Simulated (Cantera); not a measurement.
A freely propagating, adiabatic, planar premixed flame of CH4 : O2 : N2 = 1 : 1.54 : 5.78 (molar parts), unburnt at 573 K and 0.370 bar; multicomponent+Soret transport, grid criteria slope 0.08 and curve 0.16, no radiation.

Cantera simulation using GRI-Mech 3.0 (53 species, 325 reactions); the numbers are that mechanism's predictions, not measurements. Burning velocities carry a grid error of a few per cent, more on coarse grids.

Predict: laminar burning velocity; thermal thickness; peak x(CH2); peak x(H); peak x(CH3).


| Item | Result |
|---|---|
| laminar burning velocity | 117 cm/s |
| thermal thickness | 0.880 mm |
| peak x(CH2) | 0.000106 |
| peak x(H) | 0.0137 |
| peak x(CH3) | 0.00519 |
